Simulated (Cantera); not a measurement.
Input (Python, Cantera):

```python
import numpy as np
import cantera as ct

gas = ct.Solution("gri30.yaml")
gas.TPX = 1350, 500000, {'CH4': 1, 'O2': 3.39, 'N2': 12.7}
reactor = ct.IdealGasReactor(gas, energy="on", clone=False)
net = ct.ReactorNet([reactor])
net.rtol, net.atol = 1e-08, 1e-16
show = ['CH4', 'O2', 'CH2', 'CH2O', 'HCO', 'C2H6']
times = np.geomspace(5e-06, 0.1, 12)

steps = ct.SolutionArray(gas, extra=["t"])
rows = []
print(f"{'t/s':>10s}{'T/K':>9s}{'P/Pa':>11s}" + "".join(f"{s:>11s}" for s in show))
for t in times:
    while net.time < t:
        t_next = net.step()
        steps.append(gas.state, t=t_next)
    rows.append([np.interp(t, steps.t, y) for y in (steps.T, steps.P, *steps(*show).X.T)])
    print(f"{t:10.3e}{rows[-1][0]:9.1f}{rows[-1][1]:11.4g}" + "".join(f"{x:11.3e}" for x in rows[-1][2:]))
rate = np.gradient(steps.T, steps.t)
print("integrator steps:", len(steps.t))
if steps.T.max() > steps.T[0] + 200:
    print(f"time of steepest temperature rise: {steps.t[rate.argmax()]:.4e} s")
gas.TPX = 1350, 500000, {'CH4': 1, 'O2': 3.39, 'N2': 12.7}
gas.equilibrate("UV")
print(f"equilibrium (UV): T = {gas.T:.1f} K  " + "  ".join(f"{s} {gas[s].X[0]:.3e}" for s in show))
```

Result:

```
       t/s      T/K       P/Pa        CH4         O2        CH2       CH2O        HCO       C2H6
 5.000e-06   1350.0      5e+05  5.851e-02  1.984e-01  1.352e-15  6.827e-09  1.790e-14  1.584e-11
 1.230e-05   1350.0      5e+05  5.851e-02  1.984e-01  9.212e-15  4.460e-08  1.194e-13  2.674e-10
 3.027e-05   1350.0      5e+05  5.851e-02  1.984e-01  8.472e-14  3.240e-07  9.189e-13  5.492e-09
 7.447e-05   1350.0      5e+05  5.850e-02  1.984e-01  1.180e-12  2.920e-06  1.001e-11  1.672e-07
 1.832e-04   1350.2  5.001e+05  5.845e-02  1.983e-01  1.677e-11  3.046e-05  1.698e-10  6.437e-06
 4.508e-04   1352.4  5.009e+05  5.807e-02  1.981e-01  7.435e-11  2.008e-04  1.782e-09  8.072e-05
 1.109e-03   1399.6  5.189e+05  5.193e-02  1.931e-01  6.891e-09  1.828e-03  1.572e-07  9.302e-04
 2.729e-03   2678.7      1e+06  3.287e-17  7.274e-02  1.595e-16  3.783e-11  4.218e-09  2.945e-32
 6.714e-03   2674.5  9.987e+05  3.192e-17  7.167e-02  1.508e-16  3.704e-11  4.107e-09  2.793e-32
 1.652e-02   2674.5  9.987e+05  3.192e-17  7.167e-02  1.508e-16  3.704e-11  4.107e-09  2.793e-32
 4.064e-02   2674.5  9.987e+05  3.192e-17  7.167e-02  1.508e-16  3.704e-11  4.107e-09  2.793e-32
 1.000e-01   2674.5  9.987e+05  3.192e-17  7.167e-02  1.508e-16  3.704e-11  4.107e-09  2.793e-32
integrator steps: 2056
time of steepest temperature rise: 1.2184e-03 s
equilibrium (UV): T = 2674.5 K  CH4 4.508e-17  O2 7.167e-02  CH2 2.097e-16  CH2O 3.704e-11  HCO 4.107e-09  C2H6 4.881e-32
```

Detailed kinetics in Cantera: GRI-Mech 3.0 (53 species, 325 reactions).
